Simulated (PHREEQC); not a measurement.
NaOH is added in steps, without added water, to 1 kg of water holding 0.0026 mol CuCl2, 0.087 mol HBF4 and 0.00047 mol KCl, at 25 °C. Oxygen is held at 0.21 atm. The system is closed to CO2. Solids allowed: Cu(OH)2, Atacamite, Halite, CuF2:2H2O. Others were left out.

Base run: PHREEQC, ion-association model, wateq4f.dat. Each further column changes one thing. The table gives pH.

```
NaOH added (mol)   base  HBF4 from 0.087 to 0.0783 mol/kgw  0.056 mol/kgw H3PO4 added  HBF4 from 0.087 to 0.0087 mol/kgw
----------------  -----  ---------------------------------  -------------------------  ---------------------------------
0                  1.16                               1.20                       1.13                               2.15
0.07187            1.93                                  ?                       1.63                              12.26
0.1581             4.85                               4.99                          ?                              12.90
0.23               5.51                                  ?                       4.96                              13.10
0.3019             6.26                               6.91                          ?                              13.24
0.3881             8.89                               9.95                       6.43                                  ?
0.46              12.11                              12.62                       7.81                              13.43
```

Some entries are withheld; supply them.


- 0.07187, HBF4 from 0.087 to 0.0783 mol/kgw: 2.27
- 0.1581, 0.056 mol/kgw H3PO4 added: 3.73
- 0.23, HBF4 from 0.087 to 0.0783 mol/kgw: 5.67
- 0.3019, 0.056 mol/kgw H3PO4 added: 5.58
- 0.3881, HBF4 from 0.087 to 0.0087 mol/kgw: 13.35

Real BF4- forms and hydrolyses slowly; the run takes it at equilibrium. The database's constant for dissolved Cu(OH)2 is higher than later reviews accept. H3PO4, which wateq4f.dat lacks, is added to it with the constant of phreeqc.dat. The database has no phosphate complexes of Cu. Solids allowed in the column '0.056 mol/kgw H3PO4 added': Cu(OH)2, Atacamite, Cu3(PO4)2:3H2O, Halite, CuF2:2H2O.
